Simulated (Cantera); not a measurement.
An adiabatic, constant-volume homogeneous reactor starts with CH4 : O2 : N2 = 1 : 2.99 : 11.2 (molar parts), equivalence ratio 0.67, at 1173 K and 3750 Torr. Integrator tolerance rtol = 1e-08.

Model: GRI-Mech 3.0 (53 species, 325 reactions), integrated in Cantera.

Problem. What does this change do: 0.73 parts H2O added?

Solution. 
```csv
quantity,before,after
time of steepest temperature rise,11.2 ms,11.6 ms
temperature at 0.800 s,2679 K,2611 K
equilibrium temperature,2679 K,2611 K
x(CH4) at 0.800 s,<1e-12 (gas-phase equilibrium <1e-12),<1e-12 (gas-phase equilibrium <1e-12)
x(O2) at 0.800 s,0.0574 (gas-phase equilibrium 0.0574),0.0552 (gas-phase equilibrium 0.0552)
x(HO2) at 0.800 s,1.70e-5 (gas-phase equilibrium 1.70e-5),1.61e-5 (gas-phase equilibrium 1.61e-5)
x(CH2CO) at 0.800 s,<1e-12 (gas-phase equilibrium <1e-12),<1e-12 (gas-phase equilibrium <1e-12)
x(O) at 0.800 s,0.00234 (gas-phase equilibrium 0.00234),0.00173 (gas-phase equilibrium 0.00173)
```
